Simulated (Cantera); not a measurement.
Cantera run, input and output.

```python
import numpy as np
import cantera as ct

gas = ct.Solution("gri30.yaml")
gas.TPX = 1148, 2100000, {'CO': 1, 'H2': 0.25, 'O2': 2.08, 'N2': 7.83, 'H2O': 0.02}
reactor = ct.IdealGasReactor(gas, energy="on", clone=False)
net = ct.ReactorNet([reactor])
net.rtol, net.atol = 1e-08, 1e-16
show = ['CO', 'H2', 'O2', 'H2O2', 'HO2']
times = np.geomspace(5e-06, 5, 13)

steps = ct.SolutionArray(gas, extra=["t"])
rows = []
print(f"{'t/s':>10s}{'T/K':>9s}{'P/Pa':>11s}" + "".join(f"{s:>11s}" for s in show))
for t in times:
    while net.time < t:
        t_next = net.step()
        steps.append(gas.state, t=t_next)
    rows.append([np.interp(t, steps.t, y) for y in (steps.T, steps.P, *steps(*show).X.T)])
    print(f"{t:10.3e}{rows[-1][0]:9.1f}{rows[-1][1]:11.4g}" + "".join(f"{x:11.3e}" for x in rows[-1][2:]))
rate = np.gradient(steps.T, steps.t)
print("integrator steps:", len(steps.t))
if steps.T.max() > steps.T[0] + 200:
    print(f"time of steepest temperature rise: {steps.t[rate.argmax()]:.4e} s")
gas.TPX = 1148, 2100000, {'CO': 1, 'H2': 0.25, 'O2': 2.08, 'N2': 7.83, 'H2O': 0.02}
gas.equilibrate("UV")
print(f"equilibrium (UV): T = {gas.T:.1f} K  " + "  ".join(f"{s} {gas[s].X[0]:.3e}" for s in show))
```

Result:

```
       t/s      T/K       P/Pa         CO         H2         O2       H2O2        HO2
 5.000e-06   1148.0    2.1e+06  8.945e-02  2.236e-02  1.860e-01  4.373e-10  1.122e-07
 1.581e-05   1148.0    2.1e+06  8.944e-02  2.236e-02  1.860e-01  5.754e-09  4.692e-07
 5.000e-05   1148.1    2.1e+06  8.944e-02  2.235e-02  1.860e-01  1.182e-07  3.031e-06
 1.581e-04   1153.8   2.11e+06  8.914e-02  2.210e-02  1.858e-01  2.170e-05  4.396e-05
 5.000e-04   2216.8   3.83e+06  2.795e-04  1.392e-05  1.376e-01  2.047e-07  5.663e-06
 1.581e-03   2216.0  3.829e+06  2.782e-04  1.386e-05  1.374e-01  2.041e-07  5.642e-06
 5.000e-03   2213.5  3.825e+06  2.741e-04  1.368e-05  1.370e-01  2.023e-07  5.581e-06
 1.581e-02   2206.9  3.813e+06  2.635e-04  1.321e-05  1.358e-01  1.977e-07  5.423e-06
 5.000e-02   2195.7  3.793e+06  2.465e-04  1.246e-05  1.338e-01  1.899e-07  5.162e-06
 1.581e-01   2190.1  3.784e+06  2.384e-04  1.210e-05  1.328e-01  1.862e-07  5.037e-06
 5.000e-01   2190.0  3.784e+06  2.382e-04  1.208e-05  1.328e-01  1.861e-07  5.033e-06
 1.581e+00   2190.0  3.784e+06  2.382e-04  1.208e-05  1.328e-01  1.861e-07  5.033e-06
 5.000e+00   2190.0  3.784e+06  2.382e-04  1.208e-05  1.328e-01  1.861e-07  5.033e-06
integrator steps: 1615
time of steepest temperature rise: 3.6861e-04 s
equilibrium (UV): T = 2190.0 K  CO 2.382e-04  H2 1.208e-05  O2 1.328e-01  H2O2 1.861e-07  HO2 5.033e-06
```

Computed with Cantera and GRI-Mech 3.0 (53 species, 325 reactions). The hydrogen kinetics of GRI-Mech 3.0 are dated; newer H2 mechanisms differ, most at raised pressure. The pressure lies above the range GRI-Mech 3.0 was tuned for (to about 10 atm).
